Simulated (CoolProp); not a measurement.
Vapour-liquid equilibrium of cis-2-butene (1) + acetone (2) at 13.4 bar; x and y are mole fractions of (1).

Computed with CoolProp (multi-fluid Helmholtz-energy mixture model, Lemmon 2005 and Lemmon 2006; pair parameters Bell 2016).

Task: Give the bubble temperature and the first vapour's composition at x = 0.05, 0.35, 0.5. Is there an azeotrope?

Result: x = 0.05: 423.3 K, y = 0.152; x = 0.35: 391.1 K, y = 0.641; x = 0.5: 383.4 K, y = 0.739. No azeotrope shows between x = 0.05 and 0.95.

The pair parameters rest on a limited set of measurements; away from them the model extrapolates.
